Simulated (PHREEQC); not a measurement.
Solution (25 °C): 1.3 mol Na2SO4, 0.027 mol Na2B4O7 and 0.0017 mol H4SiO4 per kg of water. Closed to the air; pH follows from the charge balance.

The numbers come from PHREEQC with the Pitzer model, pitzer.dat.

```
quantity                    before     after
------------------------  --------  --------
pH                            8.84      9.18
ionic strength (mol/kgw)      3.96    0.0555
H4SiO4 (mol/kgw)           0.00124   0.00132
H3SiO4- (mol/kgw)         0.000461  0.000377
H2SiO4-2 (mol/kgw)         4.57e-7   8.29e-8
SI of SiO2(a) (SiO2)         -0.17     -0.21
```

### Question
Which change was made?
A. Na2B4O7 left out
B. diluted 10-fold with water
C. Na2SO4 left out
D. H4SiO4 replaced by Na2SiO3 at the same molality

### Answer
C, Na2SO4 left out

This is a speciation only: nothing precipitates in the calculation. In brines, pH and single-ion activities rest on the MacInnes convention.
